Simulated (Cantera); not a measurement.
Cantera with NASA thermochemical tables; ideal gases at 1 bar, condensed phases pure. Values are per mole of reaction as written; species without (g) are pure solids or liquids, kept so even where they would boil at 1 bar. TiO: taken at fixed stoichiometry.

5 TiO = 2 Ti + Ti3O5

```tsv
T (K)	ΔH° (kJ)	ΔS° (J/K)	ΔG° (kJ)	log10 K
2148	206.3	3.8	198.2	-4.82
2223	___	___	___	___
2298	210.3	5.6	197.5	-4.49
2373	212.3	6.4	197.0	-4.34
2448	___	___	___	___
2523	216.3	8.1	195.9	-4.06
2598	218.3	8.8	195.3	-3.93
2673	220.3	9.6	194.6	-3.80
2748	___	___	___	___
2823	224.3	11.1	193.1	-3.57
```

**Question.** Fill in the missing entries.

**Answer.** 
- 2223, ΔH° (kJ): 208.3
- 2223, ΔS° (J/K): 4.7
- 2223, ΔG° (kJ): 197.9
- 2223, log10 K: -4.65
- 2448, ΔH° (kJ): 214.3
- 2448, ΔS° (J/K): 7.3
- 2448, ΔG° (kJ): 196.5
- 2448, log10 K: -4.19
- 2748, ΔH° (kJ): 222.3
- 2748, ΔS° (J/K): 10.3
- 2748, ΔG° (kJ): 193.9
- 2748, log10 K: -3.68
